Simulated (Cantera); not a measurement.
Input (Python, Cantera):

```python
import numpy as np
import cantera as ct

surf = ct.Interface("ptcombust.yaml", "Pt_surf")
gas = surf.adjacent["gas"]
gas.TPX = 775, 60000, {'H2': 0.0027, 'O2': 0.18, 'N2': 0.79}
surf.TP = 775, 60000
reactor = ct.FlowReactor(gas, clone=False)
reactor.area = 0.0001  # m2
reactor.surface_area_to_volume_ratio = 130  # 1/m
reactor.mass_flow_rate = 0.97 * reactor.area * gas.density  # inlet velocity 0.97 m/s
reactor.energy_enabled = False
wall = ct.ReactorSurface(surf, reactor, clone=False)
net = ct.ReactorNet([reactor])
net.rtol, net.atol = 1e-8, 1e-16
show, cover = ['H2', 'O2', 'H2O'], ['PT(S)', 'H(S)', 'O(S)', 'OH(S)', 'CO(S)', 'C(S)']

rows = []
print(f"{'z/m':>9s}{'u/(m/s)':>9s}" + "".join(f"{s:>13s}" for s in show + cover))
for z in [0.00018, 0.00034, 0.00066, 0.0013, 0.0024, 0.0047, 0.0091, 0.018]:
    net.advance(z)
    rows.append([reactor.speed, *gas[show].X, *surf[cover].coverages])
    print(f"{z:9.4g}{rows[-1][0]:9.3g}" + "".join(f"{x:13.4e}" for x in rows[-1][1:]))
```

Result:

```
      z/m  u/(m/s)           H2           O2          H2O        PT(S)         H(S)         O(S)        OH(S)        CO(S)         C(S)
  0.00018     0.97   2.6856e-03   1.8502e-01   9.0333e-05   4.0520e-02   3.0723e-09   9.5882e-01   6.5593e-04   3.3468e-30   7.7707e-34
  0.00034     0.97   2.6089e-03   1.8498e-01   1.6708e-04   3.9992e-02   3.0035e-09   9.5935e-01   6.6333e-04  -1.8264e-28  -1.4125e-31
  0.00066     0.97   2.4648e-03   1.8493e-01   3.1139e-04   3.9010e-02   2.8753e-09   9.6031e-01   6.7636e-04   5.6863e-28  -5.4284e-31
   0.0013     0.97   2.2086e-03   1.8482e-01   5.6793e-04   3.7307e-02   2.6520e-09   9.6200e-01   6.9695e-04   9.4084e-28   1.5391e-30
   0.0024     0.97   1.8473e-03   1.8467e-01   9.2972e-04   3.5002e-02   2.3496e-09   9.6428e-01   7.2102e-04   9.1461e-28   1.3674e-30
   0.0047    0.969   1.3093e-03   1.8445e-01   1.4685e-03   3.1787e-02   1.9322e-09   9.6746e-01   7.4799e-04   5.7657e-28   8.5083e-31
   0.0091    0.969   7.2294e-04   1.8421e-01   2.0557e-03   2.8592e-02   1.5267e-09   9.7064e-01   7.6782e-04   8.7813e-29   1.2852e-31
    0.018    0.969   2.4328e-04   1.8402e-01   2.5360e-03   2.6220e-02   1.2344e-09   9.7300e-01   7.7832e-04   2.5689e-26  -3.4721e-29
```

Model: Deutschmann's 1995 Pt surface mechanism with GRI-Mech 3.0 gas chemistry, integrated in Cantera. Catalytic surfaces can have several steady states; this one follows from the mechanism file's or the stated starting coverage. Mass transfer to the wall is taken as infinitely fast.
